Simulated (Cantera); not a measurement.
What does this Cantera script print?

```python
import numpy as np
import cantera as ct

gas_names = """
    H HO2 H2 H2O H2O2 Nb NbO NbO2 O OH O2 O3
""".split()
cond_names = """
    H2O(s) H2O(L) Nb(cr) Nb(L) NbO(s) NbO(L) NbO2(I) NbO2(II) NbO2(III) NbO2(L) Nb2O5(s) Nb2O5(L)
""".split()


# ... load() reads the species with a 1 bar reference pressure and builds the phases ...
atoms = {
    'Nb2O5': {'Nb': 2, 'O': 5},
    'H2': {'H': 2},
}
top_T = {}  # K; cautious upper limits of use, not melting points


# ... equilibrate(T, P, feed) seeds the gas with the atoms and calls Mixture.equilibrate('TP', solver="vcs", rtol=1e-11, max_steps=5000) ...
results = []
feed = {'Nb2O5': 1, 'H2': 96}  # mol
P = 23000  # Pa
for T in [1625, 1700, 1775, 1850, 1925, 2000, 2075]:
    mix = equilibrate(T, P, feed)
    results.append((T, P, feed, dict(zip(mix.species_names, mix.species_moles))))

top = {s: max(r[3][s] / sum(r[3][g] for g in gas_names) for r in results) for s in gas_names}
cols = sorted((s for s in top if top[s] > 0.001), key=lambda s: -top[s])[:7]
seen = [c for c in cond_names if any(r[3].get(c, 0) > 1e-12 for r in results)]
print("log10 of partial pressures in bar; condensed amounts in mol")
print(f"{'T/K':>10s}" + "".join(f"{s[:9]:>10s}" for s in cols + seen))
for T, P, feed, n in results:
    ng = sum(n[g] for g in gas_names)
    print(f"{T:10.4g}" + "".join(f"{np.log10(max(n[s] / ng * P / 1e5, 1e-99)):10.3f}" for s in cols)
          + "".join(f"{n.get(c, 0):10.4g}" for c in seen))
```

It prints:

```
log10 of partial pressures in bar; condensed amounts in mol
       T/K        H2       H2O         H    NbO(s) NbO2(III)
      1625    -0.643    -2.621    -4.473         0         2
      1700    -0.643    -2.621    -4.153         0         2
      1775    -0.643    -2.621    -3.860         0         2
      1850    -0.643    -2.621    -3.590         0         2
      1925    -0.644    -2.621    -3.341         0     1.999
      2000    -0.645    -2.560    -3.111    0.1528     1.845
      2075    -0.647    -2.465    -2.898    0.4365     1.557
```

Cantera equilibrium calculation (NASA polynomials, part measured and part estimated; ideal gas, pure solids and liquids). Mutual solubility and eutectic melting of coexisting phases are not modelled. NbO: taken at fixed stoichiometry. Condensed phases not in the tables: the oxides between NbO2 and Nb2O5.
